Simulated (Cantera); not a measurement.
Cantera run:

```python
import numpy as np
import cantera as ct

gas_names = """
    Cu CuF CuF2 Cu2 F F2
""".split()
cond_names = """
    Cu(cr) Cu(L) CuF2(s) CuF2(L)
""".split()


# ... load() reads the species with a 1 bar reference pressure and builds the phases ...
atoms = {
    'Cu': {'Cu': 1},
    'F2': {'F': 2},
}
top_T = {}  # K; cautious upper limits of use, not melting points


# ... equilibrate(T, P, feed) seeds the gas with the atoms and calls Mixture.equilibrate('TP', solver="vcs", rtol=1e-11, max_steps=5000) ...
results = []
feed = {'Cu': 1, 'F2': 0.34}  # mol
T = 1273.15  # K
P = 133.322  # Pa
mix = equilibrate(T, P, feed)
results.append((T, P, feed, dict(zip(mix.species_names, mix.species_moles))))
x = sorted(zip(gas.X, gas.species_names), reverse=True)
print(f"T = {T:g} K  P = {P:g} Pa  gas = {mix.phase_moles(0):.4g} mol")
print("   x: " + "  ".join(f"{s} {v:.3e}" for v, s in x if v > 0.001))
print("   condensed (mol): " + ("  ".join(f"{mix.phase(i).name} {mix.phase_moles(i):.4g}"
      for i in range(1, mix.n_phases) if mix.phase_moles(i) > 1e-12) or "none"))
```

Output:

```
T = 1273.15 K  P = 133.322 Pa  gas = 0.587 mol
   x: CuF 8.415e-01  CuF2 1.584e-01
   condensed (mol): Cu(cr) 0.413
```

Method: chemical equilibrium by Gibbs-energy minimisation in Cantera with the NASA 1993 tables (ideal gas, pure condensed phases).
